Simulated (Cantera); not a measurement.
A closed system holds: 1 mol V₂O₅, 160 mol H₂, 2.4 mol N₂, at 1698.15 K and 19.0 Pa.

These are equilibrium values from Cantera (NASA tables, ideal gas, pure condensed phases), not measurements of a reactor. Candidate condensed phases: H₂O, V, VN, VO, V₂O₃, V₂O₄, V₂O₅; 28 gas species. Condensed phases not in the tables: the oxides between V₂O₃ and V₂O₅ other than VO₂. Kinetics and transport are ignored.

Base state: H₂ 0.963, N₂ 0.0147, H₂O 0.0121, H 0.0103, VO₂ 0.000315, VO 3.45e-5 (mole fractions); condensed: V₂O₃(s).

What changes in the equilibrium state with this change: temperature from 1698.15 K to 1625 K?


| species | before | after |
|---|---|---|
| H₂ | 0.963 | 0.968 |
| N₂ | 0.0147 | 0.0147 |
| H₂O | 0.0121 | 0.0122 |
| H | 0.0103 | 0.00504 |
| VO₂ | 0.000315 | 7.04e-5 |
| VO | 3.45e-5 | 5.43e-6 |
| V₂O₃(s), mol | 0.971 | 0.994 |

What changes in the equilibrium state with this change: V₂O₅ replaced by ZrO₂?


```json
[
 {"species": "H₂", "before": "0.963", "after": "0.975"},
 {"species": "N₂", "before": "0.0147", "after": "0.0147"},
 {"species": "H", "before": "0.0103", "after": "0.0104"},
 {"species": "H₂O", "before": "0.0121", "after": "3.13e-6"},
 {"species": "VO₂", "before": "0.000315", "after": "0"},
 {"species": "VO", "before": "3.45e-5", "after": "0"},
 {"species": "V₂O₃(s), mol", "before": "0.971", "after": "0"},
 {"species": "ZrN(s), mol", "before": "0", "after": "0.000255"},
 {"species": "ZrO₂(tetragonal), mol", "before": "0", "after": "1.000"}
]
```
Mutual solubility and eutectic melting of coexisting phases are not modelled. ZrN: taken at fixed stoichiometry. Condensed phases not in the tables: solid solutions among these carbides, nitrides and lower oxides. Further candidate phases: Zr, ZrN, ZrO₂.
